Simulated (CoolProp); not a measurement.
R1234ze(Z) along the isotherm 440 K: fugacity coefficient from the reference equation and from simpler models built on Tc = 423.3 K, pc = 3.531 MPa, ω = 0.327; each cubic takes its own stable root.

Values from CoolProp's reference Helmholtz-energy equation of state, Akasaka 2019.

```csv
p (MPa),phase,reference,van der Waals,Redlich-Kwong,Peng-Robinson
0.0558,gas,0.9948,0.9957,0.9952,0.9947
0.0942,gas,0.9913,0.9928,0.9919,0.9911
0.159,gas,0.9853,0.9878,0.9863,0.9850
0.268,gas,0.9753,0.9795,0.9770,…
0.453,gas,0.9584,0.9654,0.9612,0.9576
0.764,gas,0.9304,0.9418,…,0.9292
1.29,gas,0.8836,0.9020,0.8911,0.8820
2.18,gas,0.8066,…,0.8181,0.8050
3.67,supercritical,0.6810,0.7173,0.6965,0.6810
6.2,supercritical,0.4840,0.5236,0.5041,…
10.5,supercritical,0.3398,0.3991,0.3687,0.3566
17.7,supercritical,0.2599,…,0.2970,0.2798
```

Q: Complete the blanks.

A: 
- 0.268, Peng-Robinson: 0.9748
- 0.764, Redlich-Kwong: 0.9350
- 2.18, van der Waals: 0.8346
- 6.2, Peng-Robinson: 0.4945
- 17.7, van der Waals: 0.3460
